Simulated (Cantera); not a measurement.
**Pyrogenic steam for wet oxidation**

An isothermal, constant-pressure homogeneous reactor starts with H2 : O2 : N2 = 1.8 : 1 : 9.4 (molar parts), equivalence ratio 0.90, at 800 K and 0.840 bar.

Computed with Cantera and GRI-Mech 3.0 (53 species, 325 reactions). Below about 950 K walls govern HO2 and H2O2 in real vessels. The temperature is held fixed by assumption; the heat of reaction is taken as removed at once.

```json
[
 {"t (s)": "3.00e-6", "x H2": "0.148", "x O2": "0.0820", "x O": "<1e-12", "x N2O": "<1e-12", "x H2O2": "<1e-12"},
 {"t (s)": "1.86e-5", "x H2": "0.148", "x O2": "0.0820", "x O": "<1e-12", "x N2O": "<1e-12", "x H2O2": "<1e-12"},
 {"t (s)": "0.000115", "x H2": "0.148", "x O2": "0.0820", "x O": "<1e-12", "x N2O": "<1e-12", "x H2O2": "<1e-12"},
 {"t (s)": "0.000711", "x H2": "0.148", "x O2": "0.0820", "x O": "<1e-12", "x N2O": "<1e-12", "x H2O2": "<1e-12"},
 {"t (s)": "0.00440", "x H2": "0.148", "x O2": "0.0820", "x O": "<1e-12", "x N2O": "<1e-12", "x H2O2": "<1e-12"},
 {"t (s)": "0.0273", "x H2": "0.148", "x O2": "0.0820", "x O": "<1e-12", "x N2O": "<1e-12", "x H2O2": "2.96e-11"},
 {"t (s)": "0.169", "x H2": "0.148", "x O2": "0.0820", "x O": "<1e-12", "x N2O": "<1e-12", "x H2O2": "1.17e-9"},
 {"t (s)": "1.04", "x H2": "0.148", "x O2": "0.0820", "x O": "<1e-12", "x N2O": "<1e-12", "x H2O2": "7.21e-8"},
 {"t (s)": "6.46", "x H2": "0.148", "x O2": "0.0819", "x O": "1.34e-11", "x N2O": "1.60e-12", "x H2O2": "1.39e-5"},
 {"t (s)": "40.0", "x H2": "0.139", "x O2": "0.0777", "x O": "3.18e-10", "x N2O": "1.43e-10", "x H2O2": "0.000458"}
]
```
x: mole fraction; the columns are a selection and need not sum to one.

Equilibrium at this temperature and pressure: H2 <1e-12, O2 0.00885, O <1e-12, N2O 4.30e-11, H2O2 1.59e-12 (gas phase only).
